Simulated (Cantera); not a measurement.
Carbothermic reduction: Fe3O4 + CO + N2

Input: 1 mol Fe3O4, a varied amount of CO, 4.9 mol N2, held at 0.0100 bar.

These are equilibrium values from Cantera (NASA tables, ideal gas, pure condensed phases), not measurements of a reactor. Candidate condensed phases: C, Fe, Fe(CO)5, FeO, Fe2O3, Fe3O4; 27 gas species. The tables' stoichiometric FeO is somewhat more stable than real wüstite, so its field is too wide. FeO: taken at fixed stoichiometry. Rates play no part.

Map the stable condensed phases over T = 1652, 1702, 1752, 1802, 1852, 1902, 1952, 2002, 2052, 2102, 2152, 2202, 2252 °C and n(CO) in mol = 1.3, 2.4, 3.4, 4.5, 5.5, 6.6, 7.6, 8.7, 9.7, 11, 12.


```
T in °C \ n(CO) in mol
         1.3 2.4 3.4 4.5 5.5 6.6 7.6 8.7 9.7  11  12
   2252    A   A   A   A   A   A   A   A   A   A   A
   2202    B   A   A   A   A   A   A   A   A   A   A
   2152    B   B   B   B   A   A   A   A   A   A   A
   2102    B   B   B   B   B   B   B   A   A   A   A
   2052    B   B   B   B   B   B   B   B   B   A   A
   2002    B   B   B   B   B   B   B   B   B   B   B
   1952    B   B   B   B   B   B   B   B   B   B   B
   1902    B   B   B   B   B   B   B   B   B   B   B
   1852    B   B   B   B   B   B   B   B   B   B   B
   1802    B   B   B   B   B   B   B   B   B   B   B
   1752    B   B   B   B   B   B   B   B   B   B   B
   1702    B   B   B   B   B   B   B   B   B   B   B
   1652    B   B   B   B   B   B   B   B   B   B   B
```
A: gas only; B: FeO.
